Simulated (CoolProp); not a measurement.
Dodecamethylcyclohexasiloxane (D6) at several states: fugacity coefficient from the reference equation and from simpler models built on Tc = 372.6 °C, pc = 961.4 kPa, ω = 0.736; each cubic takes its own stable root.

Values from CoolProp's reference Helmholtz-energy equation of state, Colonna 2008. It is a short technical equation, of lower accuracy than the large ones.

| T (°C) | p (kPa) | phase | reference |
|---|---|---|---|
| 38.95 | 519 | liquid | 2.438e-5 |
| 256.65 | 52.4 | gas | 0.9570 |
| 305.15 | 291 | gas | 0.8240 |
| 97.75 | 18.2 | liquid | 0.03400 |
| 108.45 | 3580 | liquid | 0.0005291 |
| 54.55 | 819 | liquid | 5.613e-5 |

**Question.** How far does each simpler model (Soave-Redlich-Kwong, Peng-Robinson) lie from the reference over these 6 states: mean and median of the absolute difference, and the worst?

**Answer.** 
- Soave-Redlich-Kwong: mean 4.2 %, median 4.0 %, worst +9.9 % at 38.95 °C and 519 kPa
- Peng-Robinson: mean 18.6 %, median 14.2 %, worst +47.0 % at 38.95 °C and 519 kPa
